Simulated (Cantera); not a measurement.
Equilibrium for hydrogen reduction and annealing atmospheres: V2O3 + H2 + N2

Charge: 1 mol V2O3, 0.55 mol H2, 4 mol N2, held at 1802 °C and 9.90 bar.

Cantera equilibrium calculation (NASA polynomials, part measured and part estimated; ideal gas, pure solids and liquids). Candidate condensed phases: H2O, V, VN, VO, V2O3, V2O4, V2O5; 28 gas species. Mutual solubility and eutectic melting of coexisting phases are not modelled. VO: taken at fixed stoichiometry. Condensed phases not in the tables: the oxides between V2O3 and V2O5 other than VO2. The numbers say what is thermodynamically allowed, not how fast it happens.

The x(N2) is 0.879 and the x(H2) is 0.116. The x(H2O) is 0.00442 and the x(H) is 0.000289. The x(NH3) is 6.55e-6 and the x(VO2) is 4.11e-6. The x(OH) is 1.25e-6. The n(VO(l)) is 0.0403 mol. The n(V2O3(s)) is 0.980 mol and the gas amount comes out as 4.551 mol. The log10 activity of V(s) (absent) comes out as -1.91 and the log10 activity of V2O5(l) (absent) comes out as -7.80.
